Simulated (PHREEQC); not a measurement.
Consider water at 25 °C with 0.21 mol/kgw CuSO4, 0.053 mol/kgw HBF4 and 0.058 mol/kgw NaCl. Closed to the air; pH follows from the charge balance.

Computed with PHREEQC (ion-association model, wateq4f.dat).

No solid was allowed to form.

Question: Predict the pH, activity of water, ionic strength.

Answer: pH 1.86; activity of water 0.991; ionic strength 0.509 mol/kgw.

Question: In which forms is S present?

Answer: CuSO4 42 %, SO4-2 39 %, HSO4- 16 %, NaSO4- 2.2 % of the S.

Real BF4- forms and hydrolyses slowly; the run takes it at equilibrium.
